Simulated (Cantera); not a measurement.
What does this Cantera script print?

```python
import numpy as np
import cantera as ct

gas_names = """
    B BH BH2 BH3 BN BO BO2 B2 B2O B2O2 B2O3 B3O3H3 H HBO HBO2 HNO HNO2 HNO3 HO2 H2 H2O H2O2 H3B3O6 N NH
    NH2 NH3 NH2OH NO NO2 NO3 N2 N2H2 N2H4 N2O O OH O2 O3
""".split()
cond_names = """
    B(b) B(L) BN(s) B2O3(L) B3O3H3(cr) H2O(s) H2O(L)
""".split()


def load(file, names, dense=False):
    # The tables refer to 1 bar. Condensed volumes are neglected.
    table = {s.name: s for s in ct.Species.list_from_file(file)}
    out = []
    for n in names:
        d = dict(table[n].input_data)
        d["thermo"] = dict(d["thermo"], **{"reference-pressure": 1e5})
        if dense:
            d["equation-of-state"] = {"model": "constant-volume", "density": "1e6 g/cm^3"}
        out.append(ct.Species.from_dict(d))
    return out


gas = ct.Solution(thermo="ideal-gas", species=load("nasa_gas.yaml", gas_names))
cond = {s.name: ct.Solution(thermo="fixed-stoichiometry", species=[s], name=s.name)
        for s in load("nasa_condensed.yaml", cond_names, dense=True)}
atoms = {
    'borazine': {'B': 3, 'N': 3, 'H': 6},
    'O2': {'O': 2},
    'H2': {'H': 2},
}
top_T = {'BN(s)': 3200}  # K; cautious upper limits of use, not melting points


def equilibrate(T, P, feed):
    n = {}
    for name, mol in feed.items():
        for a, k in atoms[name].items():
            n[a] = n.get(a, 0.0) + k * mol
    gas.TPX = T, P, n
    mass = sum(n.values()) * gas.mean_molecular_weight
    gas.equilibrate("TP")
    valid = [c for c in cond.values() if c.min_temp <= T <= top_T.get(c.name, c.max_temp)]
    mix = ct.Mixture([(gas, mass / gas.mean_molecular_weight)] + [(c, 0.0) for c in valid])
    mix.T, mix.P = T, P
    mix.equilibrate("TP", solver="vcs", rtol=1e-11, max_steps=5000)
    return mix


results = []
feed = {'borazine': 1, 'O2': 0.19, 'H2': 11}  # mol
P = 7300  # Pa
for T in [1973, 2023, 2073, 2123, 2173, 2223, 2273, 2323]:
    mix = equilibrate(T, P, feed)
    results.append((T, P, feed, dict(zip(mix.species_names, mix.species_moles))))
    x = sorted(zip(gas.X, gas.species_names), reverse=True)
    print(f"T = {T:g} K  P = {P:g} Pa  gas = {mix.phase_moles(0):.4g} mol")
    print("   x: " + "  ".join(f"{s} {v:.3e}" for v, s in x if v > 0.0001))
    print("   condensed (mol): " + ("  ".join(f"{mix.phase(i).name} {mix.phase_moles(i):.4g}"
          for i in range(1, mix.n_phases) if mix.phase_moles(i) > 1e-12) or "none"))
```

It prints:

```
T = 1973 K  P = 7300 Pa  gas = 14.42 mol
   x: H2 9.572e-01  HBO 2.146e-02  N2 1.311e-02  H 4.886e-03  BO 1.631e-03  B2O2 1.365e-03  HBO2 1.459e-04  BH2 1.094e-04
   condensed (mol): BN(s) 2.622
T = 2023 K  P = 7300 Pa  gas = 14.45 mol
   x: H2 9.548e-01  HBO 2.133e-02  N2 1.320e-02  H 6.868e-03  BO 2.179e-03  B2O2 1.254e-03  BH2 2.108e-04
   condensed (mol): BN(s) 2.619
T = 2073 K  P = 7300 Pa  gas = 14.47 mol
   x: H2 9.517e-01  HBO 2.098e-02  N2 1.331e-02  H 9.496e-03  BO 2.838e-03  B2O2 1.133e-03  BH2 3.927e-04
   condensed (mol): BN(s) 2.615
T = 2123 K  P = 7300 Pa  gas = 14.51 mol
   x: H2 9.477e-01  HBO 2.043e-02  N2 1.347e-02  H 1.293e-02  BO 3.614e-03  B2O2 1.008e-03  BH2 7.076e-04
   condensed (mol): BN(s) 2.609
T = 2173 K  P = 7300 Pa  gas = 14.6 mol
   x: H2 9.391e-01  HBO 1.962e-02  N2 1.733e-02  H 1.731e-02  BO 4.494e-03  BH2 1.094e-03  B2O2 8.800e-04
   condensed (mol): B(b) 0.1085  BN(s) 2.494
T = 2223 K  P = 7300 Pa  gas = 14.88 mol
   x: H2 9.189e-01  N2 3.213e-02  H 2.273e-02  HBO 1.844e-02  BO 5.438e-03  BH2 1.356e-03  B2O2 7.469e-04  B2O 1.324e-04
   condensed (mol): B(b) 0.5531  BN(s) 2.044
T = 2273 K  P = 7300 Pa  gas = 15.36 mol
   x: H2 8.869e-01  N2 5.795e-02  H 2.928e-02  HBO 1.692e-02  BO 6.399e-03  BH2 1.640e-03  B2O2 6.144e-04  B2O 1.717e-04
   condensed (mol): B(b) 1.37  BN(s) 1.22
T = 2323 K  P = 7300 Pa  gas = 16.05 mol
   x: H2 8.442e-01  N2 9.345e-02  H 3.703e-02  HBO 1.514e-02  BO 7.320e-03  BH2 1.936e-03  B2O2 4.888e-04  B2O 2.156e-04  B 1.847e-04
   condensed (mol): B(b) 2.582
```

Cantera equilibrium calculation (NASA polynomials, part measured and part estimated; ideal gas, pure solids and liquids). The feed counts by its element totals alone. Mutual solubility and eutectic melting of coexisting phases are not modelled. The tables' values for BH2 are old estimates; treat these amounts as uncertain. Gases not in the tables: B2H6 and higher boranes.
